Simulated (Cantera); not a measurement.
Gas mixture: 34.8 % CH3OH, 55.9 % C3H8, 9.32 % C2H4, at 0.0133 bar, frozen composition.

Cantera's kinetic-theory transport with the Lennard-Jones parameters of GRI-Mech 3.0, ideal gas; thermal conductivity in the mixture-averaged form. Polar gases are described roughly by these parameters. The composition is frozen, though it would react at the higher temperatures.

D: mixture-averaged diffusion coefficient of that species in the mixture.

| T (K) | ρ (kg/m³) | cp (J/kg/K) | μ (µPa s) | λ (mW/m/K) | Pr | D (cm²/s) H2 | D (cm²/s) CH3 | D (cm²/s) NO |
|---|---|---|---|---|---|---|---|---|
| 400 | 0.0154 | 1963 | ___ | 30.1 | 0.765 | 66.6 | 18.4 | 16.4 |
| 650 | 0.00947 | 2802 | ___ | 66.2 | 0.769 | 153 | 44.2 | 38.9 |
| 900 | 0.00684 | 3388 | ___ | 104 | 0.769 | 265 | 78.1 | 68.1 |
| 1150 | 0.00535 | 3799 | ___ | 141 | 0.767 | 399 | 119 | 103 |
| 1400 | 0.00440 | 4097 | ___ | 177 | 0.765 | 553 | 166 | 144 |
| 1650 | 0.00373 | 4325 | ___ | 209 | 0.763 | 727 | 219 | 189 |
| 1900 | 0.00324 | 4499 | ___ | 240 | 0.762 | 918 | 277 | 239 |

Question: Some entries are withheld; supply them.

Answer: 
- 400, μ (µPa s): 11.7
- 650, μ (µPa s): 18.2
- 900, μ (µPa s): 23.7
- 1150, μ (µPa s): 28.6
- 1400, μ (µPa s): 32.9
- 1650, μ (µPa s): 37.0
- 1900, μ (µPa s): 40.7
